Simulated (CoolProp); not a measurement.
A closed Brayton cycle with nitrogen: compressor inlet 325.15 K and 1.2 MPa, high pressure 4.14 MPa, turbine inlet 775 K, compressor efficiency 0.89, turbine efficiency 0.93, recuperator effectiveness 0 (on enthalpy, no pinch check). Each further row changes one setting.

Values from CoolProp's reference Helmholtz-energy equation of state, Span 2000.

```
case                           thermal efficiency (%)  net work (kJ/kg)  compressor to turbine work  compressor exit (K)  turbine exit (K)
-----------------------------  ----------------------  ----------------  --------------------------  -------------------  ----------------
as stated                                        20.1              64.9                        0.71                480.3             568.4
turbine inlet 725 K                              18.7              49.9                        0.76                480.3             530.2
compressor inlet 335.15 K                        19.5              59.9                        0.74                494.8             568.4
high pressure 3.52 MPa                           18.4              64.0                        0.68                456.8             592.1
recuperator effectiveness 0.5                    23.6              64.9                        0.71                480.3             568.4
```
